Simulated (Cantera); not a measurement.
TEOS + H₂O + H₂ + CO₂ + N₂ (silicon oxide and oxynitride deposition)

Input: 1 mol TEOS, 16 mol H₂O, 1.6 mol H₂, 0.51 mol CO₂, 0.00056 mol N₂, held at 100000 Pa.

These are equilibrium values from Cantera (NASA tables, ideal gas, pure condensed phases), not measurements of a reactor. Candidate condensed phases: C, C₆H₆, C₇H₈, C₈H₁₈, H₂O, Si, SiC, SiO₂, Si₂N₂O, Si₃N₄; 151 gas species. The feed counts by its element totals alone. The tables hold silica as quartz up to 1696 K and as liquid above; real silica turns to tridymite and cristobalite and melts near 1996 K. Gases not in the tables: Si(OH)₄. The numbers say what is thermodynamically allowed, not how fast it happens.

```csv
T (K),log p H₂,log p H₂O,log p CO,log p CO₂,log p H,n SiO₂(β-quartz),n SiO₂(condensed)
1275,-0.28,-0.62,-0.73,-1.29,-6.27,1.00,0
1375,-0.29,-0.61,-0.72,-1.35,-5.61,1.00,0
1475,-0.29,-0.60,-0.71,-1.41,-5.03,1.00,0
1575,-0.29,-0.59,-0.70,-1.46,-4.53,1.000,0
1675,-0.30,-0.59,-0.69,-1.50,-4.08,1.000,0
1775,-0.30,-0.58,-0.68,-1.54,-3.69,0,1.000
1875,-0.30,-0.58,-0.68,-1.57,-3.33,0,0.999
```
log p: log10 of the partial pressure in bar; n: condensed amount in mol.

From 1275 K to 1675 K the condensed part is SiO₂(β-quartz). From 1775 K to 1875 K the condensed part is SiO₂(condensed).
